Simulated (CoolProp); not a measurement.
o-xylene along the isobar 2.11 MPa: Z from the reference equation and from simpler models built on Tc = 630.3 K, pc = 3.737 MPa, ω = 0.312; each cubic takes its own stable root.

Values from CoolProp's reference Helmholtz-energy equation of state, Zhou 2012.

```
T (K)   phase  reference
-----  ------  ---------
328.2  liquid    0.09633
340.5  liquid    0.09401
352.7  liquid    0.09191
364.9  liquid    0.08999
377.2  liquid    0.08822
389.4  liquid    0.08663
401.6  liquid    0.08519
413.9  liquid    0.08389
426.1  liquid    0.08273
438.3  liquid    0.08170
450.6  liquid    0.08080
462.8  liquid    0.08005
475    liquid    0.07943
487.3  liquid    0.07895
```

Problem. How far does each simpler model (van der Waals, Redlich-Kwong, Soave-Redlich-Kwong, Peng-Robinson) lie from the reference over these 14 states: mean and median of the absolute difference, and the worst?

Solution. 
- van der Waals: mean 71.2 %, median 71.0 %, worst +72.2 % at 328.2 K and 2.11 MPa
- Redlich-Kwong: mean 17.8 %, median 17.4 %, worst +20.3 % at 487.3 K and 2.11 MPa
- Soave-Redlich-Kwong: mean 13.1 %, median 13.0 %, worst +14.0 % at 487.3 K and 2.11 MPa
- Peng-Robinson: mean 0.3 %, median 0.2 %, worst +0.9 % at 328.2 K and 2.11 MPa
